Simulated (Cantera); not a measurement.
A perfectly stirred reactor is fed with 15.3 % H2, 16.6 % O2, 68.1 % N2, equivalence ratio 0.46, at 1880 Torr; it is adiabatic with a 773 K inlet, and is followed from long to short residence time, starting on the burning branch (τ in s: 0.1, 0.052, 0.026, 0.013, 0.0065, 0.0032, 0.0016, 0.00081, 0.0004, 0.0002, 0.0001, 5e-05, 2.5e-05).

Cantera simulation using GRI-Mech 3.0 (53 species, 325 reactions); the numbers are that mechanism's predictions, not measurements. The hydrogen kinetics of GRI-Mech 3.0 are dated; newer H2 mechanisms differ, most at raised pressure.

Problem. Predict: blow-out, bracketed by the residence times tried; x(H2) at τ = 0.100 s; x(O2) at τ = 0.100 s; x(H) at τ = 0.100 s; x(N2O) at τ = 0.100 s; x(H2O2) at τ = 0.100 s; x(H2) at τ = 1.60 ms; x(O2) at τ = 1.60 ms; x(H) at τ = 1.60 ms; x(N2O) at τ = 1.60 ms; x(H2O2) at τ = 1.60 ms.

Solution. 
- blow-out, bracketed by the residence times tried: burning at 25.0 µs, the shortest tried
- x(H2) at τ = 0.100 s: 7.87e-5
- x(O2) at τ = 0.100 s: 0.0971
- x(H) at τ = 0.100 s: 6.29e-6
- x(N2O) at τ = 0.100 s: 4.53e-7
- x(H2O2) at τ = 0.100 s: 1.25e-7
- x(H2) at τ = 1.60 ms: 0.000912
- x(O2) at τ = 1.60 ms: 0.0965
- x(H) at τ = 1.60 ms: 0.000212
- x(N2O) at τ = 1.60 ms: 1.34e-6
- x(H2O2) at τ = 1.60 ms: 4.55e-7
